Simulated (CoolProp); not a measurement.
Vapour-liquid equilibrium of carbon dioxide (1) + R125 (2) at 5.22 bar; x and y are mole fractions of (1).

Values from CoolProp's multi-fluid Helmholtz-energy mixture model, Span 1996 and Lemmon 2005; pair parameters Bell 2016.

Question: Give the bubble temperature and the first vapour's composition at x = 0.05, 0.15, 0.45. Is there an azeotrope?

Answer: x = 0.05: -14.5 °C, y = 0.226; x = 0.15: -25.7 °C, y = 0.524; x = 0.45: -43.7 °C, y = 0.840. No azeotrope shows between x = 0.05 and 0.95.

The pair parameters rest on a limited set of measurements; away from them the model extrapolates.
